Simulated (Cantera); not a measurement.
A closed system holds: 1 mol TEOS, 0.12 mol O₂, 4 mol N₂, held at 525 °C and 0.000260 bar.

These are equilibrium values from Cantera (NASA tables, ideal gas, pure condensed phases), not measurements of a reactor. Candidate condensed phases: C, C₆H₆, C₇H₈, C₈H₁₈, H₂O, Si, SiC, SiO₂, Si₂N₂O, Si₃N₄; 151 gas species. The feed counts by its element totals alone. The numbers say what is thermodynamically allowed, not how fast it happens.

Base state: H₂ 0.616, N₂ 0.247, CO 0.137, H₂O 0.000538, CO₂ 0.000511, CH₄ 0.000137 (mole fractions); condensed: C(graphite) + SiO₂(α-quartz).

Question: What changes in the equilibrium state with this change: temperature from 525 °C to 1202 °C?

Answer: 
```
species                before     after
-------------------  --------  --------
H₂                      0.616     0.548
CO                      0.137     0.232
N₂                      0.247     0.219
SiO                     <1e-9  0.000409
H                       <1e-9  0.000595
CO₂                  0.000511   1.16e-8
HCN                   3.47e-8  0.000306
H₂O                  0.000538   6.82e-8
CH₄                  0.000137   2.27e-7
C(graphite), mol         5.77      2.77
SiO₂(α-quartz), mol      1.00         0
SiC(s), mol                 0     0.993
```
